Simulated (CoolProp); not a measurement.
Vapour-liquid equilibrium of R152A (1) + methanol (2) at 318.2 K; x and y are mole fractions of (1).

Model: multi-fluid Helmholtz-energy mixture model, Outcalt 1996 and de Reuck 1993; pair parameters Bell 2016, in CoolProp.

### Question
Give the bubble pressure and the first vapour's composition at x = 0.2, 0.8, 0.95. Is there an azeotrope?

### Answer
x = 0.2: 4.841 bar, y = 0.908; x = 0.8: 8.497 bar, y = 0.969; x = 0.95: 9.851 bar, y = 0.991. No azeotrope shows between x = 0.05 and 0.95.

The pair parameters rest on a limited set of measurements; away from them the model extrapolates. With so large a gap from Raoult's law the liquid may split in two, which this calculation doesn't test in full.
